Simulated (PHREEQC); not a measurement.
Solution (20 °C): 0.0049 mol BaCl2 per kg of water. Closed to the air; pH follows from the charge balance.

Computed with PHREEQC (ion-association model, wateq4f.dat).

```
Item                    Result
--------------  --------------
ionic strength  0.0147 mol/kgw
```

| species | molality | activity | log γ |
|---|---|---|---|
| Cl- | 0.00980 | 0.00866 | -0.054 |
| Ba+2 | 0.00490 | 0.00306 | -0.205 |
| H+ | 9.30e-8 | 8.38e-8 | -0.045 |
| OH- | 9.16e-8 | 8.10e-8 | -0.054 |
| BaOH+ | 1.39e-9 | 1.24e-9 | -0.051 |

This is a speciation only: nothing precipitates in the calculation.
